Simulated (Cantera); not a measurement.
Feed: 1 mol Si3N4, 0.12 mol O2, 7.5 mol H2, held at 1.00 bar.

Equilibrium computed with Cantera from the NASA thermochemical tables; the gas is ideal and each condensed phase is pure. Candidate condensed phases: H2O, Si, SiO2, Si2N2O, Si3N4; 35 gas species. Mutual solubility and eutectic melting of coexisting phases are not modelled. Gases not in the tables: Si2H6 and higher silanes. The numbers say what is thermodynamically allowed, not how fast it happens.

Question: What share of the Si ends up in condensed phases as a function of T (K), at 1973, 1998, 2023, 2048, 2073, 2098, 2123, 2148, 2173, 2198, 2223?

Answer: 
| T (K) | Si condensed (%) | as |
|---|---|---|
| 1973 | 98.8 | Si(l) + Si2N2O(s) + Si3N4(s) |
| 1998 | 98.3 | Si(l) + Si2N2O(s) + Si3N4(s) |
| 2023 | 97.3 | Si(l) + Si2N2O(s) |
| 2048 | 95.0 | Si(l) + Si2N2O(s) |
| 2073 | 91.9 | Si(l) |
| 2098 | 91.9 | Si(l) |
| 2123 | 91.9 | Si(l) |
| 2148 | 91.8 | Si(l) |
| 2173 | 91.8 | Si(l) |
| 2198 | 91.7 | Si(l) |
| 2223 | 91.7 | Si(l) |
